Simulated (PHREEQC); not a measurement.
1 kg of water holding 0.029 mol KCl, 0.25 mol Na2SO4, 0.0046 mol Na2CO3 and 0.066 mol NaHCO3 is evaporated at 25 °C; the solids stay in contact with the brine. The system is closed to CO2. Solids allowed: Arcanite, Burkeite, Glaserite, Halite, Kalicinite, Mirabilite, Misenite, Nahcolite, Natron, Sylvite, Thenardite, Trona. Others were left out.

The numbers come from PHREEQC with the Pitzer model, pitzer.dat.

| water left (kg) | ionic strength | water activity | Thenardite (mol) | Mirabilite (mol) | Nahcolite (mol) | Glaserite (mol) | Trona (mol) |
|---|---|---|---|---|---|---|---|
| 1 | 0.859 | 0.987 | 0 | 0 | 0 | 0 | 0 |
| 0.8219 | 1.05 | 0.985 | 0 | 0 | 0 | 0 | 0 |
| 0.6755 | 1.27 | 0.982 | 0 | 0 | 0 | 0 | 0 |
| 0.5552 | 1.55 | 0.978 | 0 | 0 | 0 | 0 | 0 |
| 0.4563 | 1.88 | 0.974 | 0 | 0 | 0 | 0 | 0 |
| 0.3082 | 2.79 | 0.963 | 0 | 0 | 0 | 0 | 0 |
| 0.2533 | 3.39 | 0.956 | 0 | 0 | 0 | 0 | 0 |
| 0.2082 | 4.13 | 0.947 | 0 | 0 | 0 | 0 | 0 |
| 0.1711 | 5.02 | 0.936 | 0 | 0 | 0 | 0 | 0 |
| 0.1407 | 6.11 | 0.923 | 0 | 0 | 0 | 0 | 0 |
| 0.1156 | 7.43 | 0.905 | 0 | 0 | 0 | 0 | 0 |
| 0.08504 | 8.15 | 0.893 | 0 | 0.0554 | 0 | 0 | 0 |
| 0.03587 | 9.69 | 0.860 | 0 | 0.157 | 0.0398 | 0 | 0 |
| 0.01729 | 10.8 | 0.817 | 0 | 0.197 | 0.0562 | 0.00434 | 0 |
| 0.01523 | 11.0 | 0.805 | 0.0450 | 0.156 | 0.0580 | 0.00513 | 0 |
| 0.01523 | 11.0 | 0.805 | 0.0878 | 0.113 | 0.0580 | 0.00513 | 0 |
| 0.01523 | 11.0 | 0.805 | 0.123 | 0.0781 | 0.0580 | 0.00513 | 0 |
| 0.01523 | 11.0 | 0.805 | 0.152 | 0.0491 | 0.0580 | 0.00513 | 0 |
| 0.01523 | 11.0 | 0.805 | 0.176 | 0.0253 | 0.0580 | 0.00513 | 0 |
| 0.01523 | 11.0 | 0.805 | 0.195 | 0.00578 | 0.0580 | 0.00513 | 0 |
| 0.01337 | 10.7 | 0.800 | 0.207 | 0 | 0.0594 | 0.00571 | 0 |
| 0.009026 | 10.1 | 0.775 | 0.221 | 0 | 0.0627 | 0.00697 | 0 |
| 0.007398 | 9.75 | 0.758 | 0.226 | 0 | 0.0630 | 0.00736 | 0.000693 |
| 0.006017 | 9.39 | 0.737 | 0.229 | 0 | 0.0625 | 0.00764 | 0.00202 |
| 0.004908 | 9.27 | 0.721 | 0.230 | 0 | 0.0622 | 0.00790 | 0.00281 |

Mirabilite from water left = 0.08504 kg (pH 8.18), last present at water left = 0.01523 kg; Nahcolite from water left = 0.05803 kg (pH 8.35); Glaserite from water left = 0.01729 kg (pH 9.01); Thenardite from water left = 0.01523 kg (pH 9.09); Trona from water left = 0.007398 kg (pH 9.46); Halite from water left = 0.004908 kg (pH 9.38).

Complexes and solids missing from the database can't appear.
